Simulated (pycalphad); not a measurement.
Source of the numbers: pycalphad with the COST 507 light-alloy database (1999); pressure 1 atm. The data set is of 1999 and partly superseded. Kinetics are ignored, which matters at the lower temperatures.

Task: How does the equilibrium phase assembly of Ti-0.32Hf-0.29B (at.%) change on cooling from 2850 K to 550 K?

Result: 
| T (K) | phases above | phases below |
|---|---|---|
| 1934.0 | liquid | bcc + liquid |
| 1814.1 | bcc + liquid | bcc + BM |
| 1153.8 | bcc + BM | bcc + BM + hcp |
| 1152.9 | bcc + BM + hcp | BM + hcp |
Changes were sought between steps of 100 K, so a narrower field can be missed.

Database names, with the compositions (at.%) that they take in these runs: BM: Ti 50 B 50.
